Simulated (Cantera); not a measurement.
Equilibrium for nitride etching: BN + F2 + N2

Feed: 1 mol BN, 2.8 mol F2, 0.6 mol N2, held at 1075 K and 0.360 bar.

These are equilibrium values from Cantera (NASA tables, ideal gas, pure condensed phases), not measurements of a reactor. Candidate condensed phases: B, BN; 13 gas species. The numbers say what is thermodynamically allowed, not how fast it happens.

```json
{
 "x(N2)": "0.296",
 "x(BF3)": "0.271",
 "x(F2)": "0.263",
 "x(F)": "0.167",
 "x(NF3)": "0.00365",
 "x(NF2)": "4.68e-6",
 "gas_amount": "3.696 mol",
 "log10 activity of B(s) (absent)": "-51.54"
}
```
